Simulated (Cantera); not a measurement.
Feed: 1 mol Si3N4, 3.4 mol N2.

Equilibrium computed with Cantera from the NASA thermochemical tables; the gas is ideal and each condensed phase is pure. Candidate condensed phases: Si, Si3N4; 7 gas species. The numbers say what is thermodynamically allowed, not how fast it happens.

Stable condensed phases, one row left out:

```
T in K \ P in Pa
               1       4      16      63     250    1000    4000   16000   63000  250000 1000000
   2800        A       A       A       A       A       A       A       B       B       B       B
   2750        A       A       A       A       A       A       A       B       B       B       B
   2700        A       A       A       A       A       A       A       B       B       B       B
   2650        A       A       A       A       A       A       A       B       B       B       B
   2550        A       A       A       A       A       A       B       B       B       B       B
   2500        A       A       A       A       A       A       B       B       B       B       B
   2450        A       A       A       A       A       B       B       B       B       B       B
   2400        A       A       A       A       A       B       B       B       B       B       B
   2350        A       A       A       A       A       B       B       B       B       B       C
```

A: gas only; B: Si; C: Si3N4.

Q: Give the row for 2600 K.

A: 1: gas only; 4: gas only; 16: gas only; 63: gas only; 250: gas only; 1000: gas only; 4000: Si; 16000: Si; 63000: Si; 250000: Si; 1000000: Si.
